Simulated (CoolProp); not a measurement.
Model: reference Helmholtz-energy equation of state, Zhou 2011, in CoolProp.

### Question
For dimethyl carbonate, give the phase and the cp (kJ/(kg K)), fugacity coefficient at 421 K and 6.18 MPa.

### Answer
- 421 K and 6.18 MPa: liquid; cp 2.10, fugacity coefficient 0.0835
